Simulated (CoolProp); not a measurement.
Model: reference Helmholtz-energy equation of state, Wu 2011, in CoolProp.

Problem. Give the vapour pressure (MPa), liquid density (kg/m³), vapour density (kg/m³), liquid cp (kJ/(kg K)) of saturated dimethyl ether at -66.25, -43.95 °C.

Solution. 
```
T (°C)  p (MPa)  liquid density (kg/m³)  vapour density (kg/m³)  liquid cp (kJ/(kg K))
------  -------  ----------------------  ----------------------  ---------------------
-66.25   0.0109                     790                   0.293                   2.16
-43.95   0.0406                     761                    1.00                   2.19
```
